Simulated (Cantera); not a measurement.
Feed: 1 mol BN, 1.4 mol H2, at 13.3 mbar.

Equilibrium computed with Cantera from the NASA thermochemical tables; the gas is ideal and each condensed phase is pure. Candidate condensed phases: B, BN; 28 gas species. Ions and electrons are included (thermal ionisation). Mutual solubility and eutectic melting of coexisting phases are not modelled. Equilibrium is a limit: real reactors are often held back by kinetics, nucleation or transport.

Problem. What share of the B ends up in condensed phases as a function of T (°C), at 1727, 2227, 2727, 3227, 3727, 4227, 4727?

Solution. 
```csv
T (°C),B condensed (%),as
1727,99.9,B(s) + BN(s)
2227,98.1,B(l)
2727,0.0,-
3227,0.0,-
3727,0.0,-
4227,0.0,-
4727,0.0,-
```
